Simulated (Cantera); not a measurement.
An isothermal plug-flow reactor at 1000 K and 1500 Torr (inlet), inlet velocity 2.8 m/s, active area per volume 240 1/m; feed H2 : O2 : N2 : H2O = 0.016 : 0.087 : 0.79 : 0.045 (molar parts), equivalence ratio 0.092.

Detailed kinetics in Cantera: Deutschmann's 1995 Pt surface mechanism with GRI-Mech 3.0 gas chemistry. Catalytic surfaces can have several steady states; this one follows from the mechanism file's or the stated starting coverage. Mass transfer to the wall is taken as infinitely fast.

Problem. What does this change do: temperature 1000 to 525 K?

Solution. 
```
quantity                  before     after
----------------------  --------  --------
x(H2) at z = 0.058 m    3.27e-10  0.000400
x(O2) at z = 0.058 m      0.0849    0.0851
x(H2O) at z = 0.058 m     0.0656    0.0652
θ(free Pt) at the exit     0.169   0.00710
θ(O*) at the exit          0.825     0.965
θ(OH*) at the exit       0.00609    0.0281
```
